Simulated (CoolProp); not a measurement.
Properties of methanol along the isotherm 308.35 °C (Tc = 240.2 °C, pc = 82.16 bar, ω = 0.565).

Values from CoolProp's reference Helmholtz-energy equation of state, de Reuck 1993.

| p (bar) | phase | Z | speed of sound (m/s) | Joule-Thomson coefficient (K/MPa) | expansivity (1/kK) | conductivity (mW/(m K)) | Prandtl number |
|---|---|---|---|---|---|---|---|
| 0.13 | gas | 0.9997 | 415.5 | 5.329 | 1.721 | 49.8 | 0.792 |
| 0.267 | gas | 0.9994 | 415.4 | 5.333 | 1.723 | 49.8 | 0.792 |
| 0.548 | gas | 0.9987 | 415.1 | 5.341 | 1.727 | 49.9 | 0.792 |
| 1.12 | gas | 0.9973 | 414.6 | 5.358 | 1.734 | 50.0 | 0.793 |
| 2.31 | gas | 0.9945 | 413.6 | 5.393 | 1.749 | 50.2 | 0.795 |
| 4.74 | gas | 0.9886 | 411.5 | 5.462 | 1.783 | 50.6 | 0.798 |
| 9.74 | gas | 0.9762 | 407.1 | 5.597 | 1.858 | 51.4 | 0.806 |
| 20 | gas | 0.9494 | 397.7 | 5.836 | 2.043 | 53.3 | 0.825 |
| 41.1 | gas | 0.8902 | 378.1 | 6.101 | 2.573 | 57.6 | 0.880 |

Viscosity comes from a separate model (Xiang 2006). Thermal conductivity comes from a separate model (Sykioti 2013).
